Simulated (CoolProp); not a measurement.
Nitrous oxide at several states: fugacity coefficient from the reference equation and from simpler models built on Tc = 309.5 K, pc = 7.245 MPa, ω = 0.161; each cubic takes its own stable root.

The numbers come from the reference Helmholtz-energy equation of state, Lemmon 2006 in CoolProp. It is a short technical equation, of lower accuracy than the large ones.

```csv
T (K),p (MPa),phase,reference
418,39.4,supercritical,0.5928
405.9,0.03,gas,0.9994
410.5,8.46,supercritical,0.8538
```

Problem. How far does each simpler model (van der Waals, Redlich-Kwong, Peng-Robinson) lie from the reference over these 3 states: mean and median of the absolute difference, and the worst?

Solution. 
- van der Waals: mean 2.3 %, median 2.1 %, worst -4.9 % at 418 K and 39.4 MPa
- Redlich-Kwong: mean 1.1 %, median 1.3 %, worst -1.9 % at 418 K and 39.4 MPa
- Peng-Robinson: mean 0.8 %, median 0.7 %, worst -1.8 % at 410.5 K and 8.46 MPa
